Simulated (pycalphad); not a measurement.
Computed with pycalphad from the COST 507 light-alloy database (1999), at 1 atm. These are 1990s assessments: newer ones move some temperatures and phases. Amounts are mole fractions of atoms.

**Question.** Give the equilibrium state of Al-3.346Si-3.102Mn (wt.%) at 497 °C.

**Answer.** 
```
T = 770.00 K, P = 101325 Pa, N = 1 mol of atoms
G = -29910 J/mol, H = 11160 J/mol, S = 53.34 J/(mol K)  (SER reference)
chemical potentials (J/mol): Al -28589, Si -20243, Mn -131375
phase             fraction      x(Al)      x(Si)      x(Mn)
FCC_A1              0.8965     0.9925     0.0074   0.000101
ALMNSI_ALPHA        0.0886     0.7002     0.1259     0.1739
DIAMOND_A4          0.0149    1.7e-07     1.0000       none
```

**Question.** Give the equilibrium state of Al-3.346Si-3.102Mn (wt.%) at 657 °C.

**Answer.** liquid, fraction 0.949, with 3.0 Si, 1.4 Mn wt.%; ALMNSI_ALPHA, fraction 0.051, with 9.4 Si, 29.9 Mn wt.%.

Database names, with the compositions (at.%) that they take in these runs: ALMNSI_ALPHA: Al 70-72 Mn 17 Si 11-13. FCC_A1 is fcc; DIAMOND_A4 is diamond (Si). An entry "none" or "no" means that the model of the phase leaves that element out.
